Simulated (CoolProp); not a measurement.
A single-stage vapour-compression cycle with CH2F2 (R32): evaporating at 232.15 K (dew point), condensing at 264.15 K (bubble point), superheat 10 K, subcooling 8 K, compressor efficiency 0.75, no pressure losses. Each further row changes one setting.

Computed with CoolProp (reference Helmholtz-energy equation of state, Tillner-Roth 1997).

| case | cooling COP | pressure ratio | discharge temperature (K) | refrigerating effect (kJ/kg) | volumetric capacity (kJ/m³) |
|---|---|---|---|---|---|
| as stated | 4.80 | 3.56 | 332.1 | 340 | 1560 |
| evaporating temperature 237.15 K | 5.93 | 2.85 | 321.0 | 342 | 1940 |
| condensing temperature 259.15 K | 5.81 | 2.98 | 318.9 | 348 | 1600 |
| subcooling 13 K | 4.92 | 3.56 | 332.1 | 348 | 1600 |
| superheat 20 K | 4.70 | 3.56 | 344.6 | 348 | 1530 |
| compressor efficiency 0.65 | 4.16 | 3.56 | 343.3 | 340 | 1560 |
